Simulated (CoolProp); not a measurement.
Vapour-liquid equilibrium of m-xylene (1) + n-undecane (2) at 162.65 °C; x and y are mole fractions of (1).

Computed with CoolProp (multi-fluid Helmholtz-energy mixture model, Zhou 2012 and Aleksandrov 2011; pair parameters Bell 2016).

```
x      bubble pressure (MPa)  y at the bubble point  dew pressure at overall composition x (MPa)  liquid density (mol/L)
-----  ---------------------  ---------------------  -------------------------------------------  ----------------------
0.05                 0.04811                  0.173                                      0.04333                   4.112
0.125                0.05785                  0.361                                      0.04613                   4.257
0.2                  0.06768                  0.497                                      0.04931                   4.410
0.275                0.07764                  0.600                                      0.05295                   4.574
0.35                 0.08777                  0.681                                      0.05717                       …
0.425                0.09809                  0.746                                      0.06210                   4.933
0.5                   0.1086                  0.800                                      0.06794                   5.130
0.575                 0.1194                  0.845                                      0.07498                       …
0.65                       …                  0.883                                      0.08363                   5.569
0.725                      …                  0.915                                      0.09452                   5.813
0.8                   0.1528                  0.943                                       0.1087                   6.076
0.875                 0.1643                  0.967                                       0.1279                   6.360
0.95                  0.1758                  0.988                                       0.1559                   6.668
```

Question: Some entries are withheld; supply them.

Answer: 
- 0.35, liquid density (mol/L): 4.747
- 0.575, liquid density (mol/L): 5.342
- 0.65, bubble pressure (MPa): 0.1304
- 0.725, bubble pressure (MPa): 0.1415

No azeotrope shows between x = 0.05 and 0.95.

Pair parameters are fitted to limited data, so mixtures are less certain than the pure fluids.
